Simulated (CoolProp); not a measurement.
Carbon monoxide along the isotherm 143 K: fugacity coefficient from the reference equation and from simpler models built on Tc = 132.9 K, pc = 3.498 MPa, ω = 0.050; each cubic takes its own stable root.

Values from CoolProp's reference Helmholtz-energy equation of state, Lemmon 2006. It is a short technical equation, of lower accuracy than the large ones.

```csv
p (MPa),phase,reference
1.25,gas,0.9059
2.5,gas,0.8148
3.75,supercritical,0.7250
5,supercritical,0.6340
6.25,supercritical,0.5517
7.5,supercritical,0.4919
8.75,supercritical,0.4486
9.99,supercritical,0.4165
11.2,supercritical,0.3924
12.5,supercritical,0.3723
13.7,supercritical,0.3576
15,supercritical,0.3449
16.2,supercritical,0.3355
17.5,supercritical,0.3273
```

Question: How far does each simpler model (Redlich-Kwong, Soave-Redlich-Kwong) lie from the reference over these 14 states: mean and median of the absolute difference, and the worst?

Answer: 
- Redlich-Kwong: mean 1.2 %, median 1.1 %, worst +2.2 % at 143 K and 17.5 MPa
- Soave-Redlich-Kwong: mean 1.8 %, median 2.0 %, worst +3.3 % at 143 K and 17.5 MPa
